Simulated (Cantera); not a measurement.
Input (Python, Cantera) and output of one run.

```python
import numpy as np
import cantera as ct

gas_names = """
    AL ALC ALH ALN AL2 C CH CH2 CH3 CH4 CN C2 C2H C2H2,acetylene C2H2,vinylidene C2H3,vinyl CH3CN C2H4
    C2H5 C2H6 CCN CNC C2N2 C3 C3H3,propargyl C3H4,allene C3H4,propyne C3H4,cyclo- C3H5,allyl
    C3H6,propylene C3H6,cyclo- C3H7,n-propyl C3H7,i-propyl C3H8 C4 C4H2 C4H4,1,3-cyclo- C4H6,butadiene
    C4H6,2-butyne C4H6,cyclo- C4H8,1-butene C4H8,cis2-buten C4H8,tr2-butene C4H8,isobutene C4H8,cyclo-
    C4H9,n-butyl C4H9,i-butyl C4H9,s-butyl C4H9,t-butyl C4H10,isobutane C4H10,n-butane C4N2 C5
    C5H6,1,3cyclo- C5H8,cyclo- C5H10,1-pentene C5H10,cyclo- C5H11,pentyl C5H11,t-pentyl C5H12,n-pentane
    C5H12,i-pentane CH3C(CH3)2CH3 C6H2 C6H5,phenyl C6H6 C6H10,cyclo- C6H12,1-hexene C6H12,cyclo-
    C6H13,n-hexyl C7H7,benzyl C7H8 C7H14,1-heptene C7H15,n-heptyl C7H16,n-heptane C8H8,styrene
    C8H10,ethylbenz C8H16,1-octene C8H17,n-octyl C8H18,isooctane C8H18,n-octane C9H19,n-nonyl
    C10H8,naphthale C10H21,n-decyl C12H9,o-bipheny C12H10,bipheny H HCN HCCN HNC H2 N NH NH2 NH3 N2 N2H2
    N2H4
""".split()
cond_names = """
    AL(cr) AL(L) ALN(s) C(gr) C6H6(L) C7H8(L) C8H18(L),n-octa
""".split()


def load(file, names, dense=False):
    # The tables refer to 1 bar. Condensed volumes are neglected.
    table = {s.name: s for s in ct.Species.list_from_file(file)}
    out = []
    for n in names:
        d = dict(table[n].input_data)
        d["thermo"] = dict(d["thermo"], **{"reference-pressure": 1e5})
        if dense:
            d["equation-of-state"] = {"model": "constant-volume", "density": "1e6 g/cm^3"}
        out.append(ct.Species.from_dict(d))
    return out


gas = ct.Solution(thermo="ideal-gas", species=load("nasa_gas.yaml", gas_names))
cond = {s.name: ct.Solution(thermo="fixed-stoichiometry", species=[s], name=s.name)
        for s in load("nasa_condensed.yaml", cond_names, dense=True)}
atoms = {
    'Al(CH3)3': {'AL': 1, 'C': 3, 'H': 9},
    'N2': {'N': 2},
    'H2': {'H': 2},
    'NH3': {'N': 1, 'H': 3},
}
top_T = {'ALN(s)': 2750, 'C(gr)': 4500}  # K; cautious upper limits of use, not melting points


def equilibrate(T, P, feed):
    n = {}
    for name, mol in feed.items():
        for a, k in atoms[name].items():
            n[a] = n.get(a, 0.0) + k * mol
    gas.TPX = T, P, n
    mass = sum(n.values()) * gas.mean_molecular_weight
    gas.equilibrate("TP")
    valid = [c for c in cond.values() if c.min_temp <= T <= top_T.get(c.name, c.max_temp)]
    mix = ct.Mixture([(gas, mass / gas.mean_molecular_weight)] + [(c, 0.0) for c in valid])
    mix.T, mix.P = T, P
    mix.equilibrate("TP", solver="vcs", rtol=1e-11, max_steps=5000)
    return mix


results = []
feed = {'Al(CH3)3': 1, 'N2': 0.74, 'H2': 800, 'NH3': 29}  # mol
T = 925  # K
P = 10000  # Pa
mix = equilibrate(T, P, feed)
results.append((T, P, feed, dict(zip(mix.species_names, mix.species_moles))))
print(gas.report(threshold=0.001))
for i in range(1, mix.n_phases):
    print(f"{mix.phase(i).name:16s} {mix.phase_moles(i):12.5e} mol")
```

Result:

```
       temperature   925 K
          pressure   10000 Pa
           density   0.0032645 kg/m^3
  mean mol. weight   2.5107 kg/kmol
   phase of matter   gas

                          1 kg             1 kmol
                     ---------------   ---------------
          enthalpy        7.2604e+06        1.8229e+07  J
   internal energy        4.1971e+06        1.0538e+07  J
           entropy             73796        1.8528e+05  J/K
    Gibbs function       -6.1001e+07       -1.5316e+08  J
 heat capacity c_p             12038             30225  J/K
 heat capacity c_v            8726.8             21910  J/K

                      mass frac. Y      mole frac. X     chem. pot. / RT
                     ---------------   ---------------   ---------------
               CH4          0.022297         0.0034894           -42.523
                H2           0.78639           0.97936           -19.639
                N2           0.19123          0.017139           -31.034
     [  +94 minor]        8.5938e-05        1.2651e-05

AL(cr)            0.00000e+00 mol
ALN(s)            1.00000e+00 mol
C(gr)             0.00000e+00 mol
```

Method: chemical equilibrium by Gibbs-energy minimisation in Cantera with the NASA 1993 tables (ideal gas, pure condensed phases). The feed counts by its element totals alone.
